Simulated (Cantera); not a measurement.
An adiabatic, constant-volume homogeneous reactor starts with 6.39 % CH4, 1.28 % CO, 19.4 % O2, 72.9 % N2, equivalence ratio 0.69, at 1425 K and 9.87 atm.

Model: GRI-Mech 3.0 (53 species, 325 reactions), integrated in Cantera.

One state of this run: T (K) = 2867; P (bar) = 20.3; x CH4 = <1e-12; x CO = 0.0124; x O2 = 0.0527; x C2H2 = <1e-12; x H2 = 0.00316; x OH = 0.0141; x N2O = 4.64e-6. x: mole fraction; the columns are a selection and need not sum to one.

Which value of t (s) does it belong to?
A) 1.00e-6
B) 0.0292
C) 5.55e-6
D) 0.000171

B, 0.0292
